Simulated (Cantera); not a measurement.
Feed: 1 mol Si, 1.4 mol NF₃, at 402 °C and 1.50 Pa.

Method: chemical equilibrium by Gibbs-energy minimisation in Cantera with the NASA 1993 tables (ideal gas, pure condensed phases). Candidate condensed phases: Si, Si₃N₄; 16 gas species. Rates play no part.

Base state: SiF₄ 0.544, N₂ 0.381, F 0.0408, F₂ 0.0339, NF₃ 4.51e-5 (mole fractions); condensed: gas only.

What changes in the equilibrium state with this change: temperature from 402 °C to 600 °C?


```tsv
species	before	after
SiF₄	0.544	0.526
N₂	0.381	0.369
F	0.0408	0.105
F₂	0.0339	0.000302
NF₃	4.51e-5	<1e-9
```
